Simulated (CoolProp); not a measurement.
Vapour-liquid equilibrium of R125 (1) + R245fa (2) at -10.35 °C; x and y are mole fractions of (1).

Values from CoolProp's multi-fluid Helmholtz-energy mixture model, Lemmon 2005 and Akasaka 2015; pair parameters Bell 2016.

```json
[
 {"x": "0.05", "bubble pressure, mixture model (kPa)": "57.85", "bubble pressure, Raoult's law (kPa)": "54.71", "y, mixture model": "0.458", "y, Raoult's law": "0.436"},
 {"x": "0.2", "bubble pressure, mixture model (kPa)": "128.4", "bubble pressure, Raoult's law (kPa)": "121.4", "y, mixture model": "0.785", "y, Raoult's law": "0.786"},
 {"x": "0.35", "bubble pressure, mixture model (kPa)": "193.6", "bubble pressure, Raoult's law (kPa)": "188.0", "y, mixture model": "0.877", "y, Raoult's law": "0.888"},
 {"x": "0.5", "bubble pressure, mixture model (kPa)": "256.4", "bubble pressure, Raoult's law (kPa)": "254.6", "y, mixture model": "0.924", "y, Raoult's law": "0.936"},
 {"x": "0.65", "bubble pressure, mixture model (kPa)": "319.2", "bubble pressure, Raoult's law (kPa)": "321.3", "y, mixture model": "0.954", "y, Raoult's law": "0.965"},
 {"x": "0.8", "bubble pressure, mixture model (kPa)": "383.8", "bubble pressure, Raoult's law (kPa)": "387.9", "y, mixture model": "0.976", "y, Raoult's law": "0.983"},
 {"x": "0.95", "bubble pressure, mixture model (kPa)": "452.4", "bubble pressure, Raoult's law (kPa)": "454.5", "y, mixture model": "0.994", "y, Raoult's law": "0.996"}
]
```

The largest gap from Raoult's law is +5.8 % in bubble pressure, at x = 0.2. No azeotrope shows between x = 0.05 and 0.95.

Pair parameters are fitted to limited data, so mixtures are less certain than the pure fluids. The gap from Raoult's law changes sign with composition, which may be real or a fault of the pair parameters; it wasn't checked against measurements.
